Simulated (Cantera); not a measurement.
An isothermal, constant-pressure homogeneous reactor starts with 0.249 % H2, 24.9 % O2, 74.8 % N2, equivalence ratio 0.0050, at 1448 K and 0.00138 atm.

Model: GRI-Mech 3.0 (53 species, 325 reactions), integrated in Cantera. Radical loss at walls, strong at low pressure, is not modelled.

Question: Predict: x(H2) at 6.00 s; x(O2) at 6.00 s; x(N2O) at 6.00 s; x(H2O) at 6.00 s; x(H) at 6.00 s.

Answer: 
- x(H2) at 6.00 s: 9.27e-6 (gas-phase equilibrium 1.23e-7)
- x(O2) at 6.00 s: 0.247 (gas-phase equilibrium 0.248)
- x(N2O) at 6.00 s: 2.67e-9 (gas-phase equilibrium 2.28e-9)
- x(H2O) at 6.00 s: 0.00227 (gas-phase equilibrium 0.00248)
- x(H) at 6.00 s: 6.18e-5 (gas-phase equilibrium 8.70e-8)
